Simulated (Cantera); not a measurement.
**Ignition delay**

Mixture: CH₄ : O₂ : N₂ = 1 : 2 : 7.52 (molar parts), equivalence ratio 1.0, at 5.00 bar, adiabatic and at constant pressure. Ignition delay is the time to a rise of 400 K.

Model: GRI-Mech 3.0 (53 species, 325 reactions), integrated in Cantera.

```csv
T0 (K),delay (ms)
1300,2.91
1375,1.24
1450,0.557
1525,0.264
1600,0.132
1675,0.0701
1750,0.0396
1825,0.0237
1900,0.0150
1975,0.00991
```

The apparent activation energy between 1825 and 1975 K is 170 kJ/mol.
